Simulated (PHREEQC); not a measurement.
Solution (25 °C): 1.2 mol MgCl2, 0.33 mol MgSO4 and 3.9e-05 mol H4SiO4 per kg of water. Closed to the air; pH follows from the charge balance.

Equilibrium calculation in PHREEQC: Pitzer model, pitzer.dat.

Problem. The ionic strength comes out as 4.92 mol/kgw. What activity coefficients do SO4-2, Cl-, MgOH+, Mg+2 get?

Solution. SO4-2 0.010, Cl- 0.59, MgOH+ 0.86, Mg+2 0.86. Single-ion values are on the MacInnes scale.

No solid was allowed to form. In brines, pH and single-ion activities rest on the MacInnes convention.
